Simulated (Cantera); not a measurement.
Input: 1 mol Ta, 2.4 mol CH4, equilibrated at 1777 °C and 0.105 Torr.

Equilibrium computed with Cantera from the NASA thermochemical tables; the gas is ideal and each condensed phase is pure. Candidate condensed phases: C, C6H6, C7H8, C8H18, Ta, TaC; 77 gas species. TaC: taken at fixed stoichiometry. Condensed phases not in the tables: Ta2C. The numbers say what is thermodynamically allowed, not how fast it happens.

Base state: H2 0.825, H 0.174, C2H2 (acetylene) 0.000876 (mole fractions); condensed: C(graphite) + TaC(s).

### Question
What changes in the equilibrium state with this change: pressure from 0.105 Torr to 100 Torr?

### Answer
```csv
species,before,after
H2,0.825,0.993
H,0.174,0.00619
C2H2 (acetylene),0.000876,0.00105
CH4,3.55e-8,4.90e-5
"C(graphite), mol",1.39,1.39
"TaC(s), mol",1.00,1.00
```
